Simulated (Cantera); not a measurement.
Input: 1 mol HgO, 1.1 mol N2, at 1050 °C and 1.35 Torr.

Cantera equilibrium calculation (NASA polynomials, part measured and part estimated; ideal gas, pure solids and liquids). Candidate condensed phases: Hg, HgO; 10 gas species. Equilibrium is a limit: real reactors are often held back by kinetics, nucleation or transport.

Base state: N2 0.423, Hg 0.385, O2 0.192, NO 0.000321 (mole fractions); condensed: gas only.

Problem. What changes in the equilibrium state with this change: HgO replaced by Hg?

Solution. 
```tsv
species	before	after
N2	0.423	0.524
Hg	0.385	0.476
O2	0.192	0
NO	0.000321	0
```
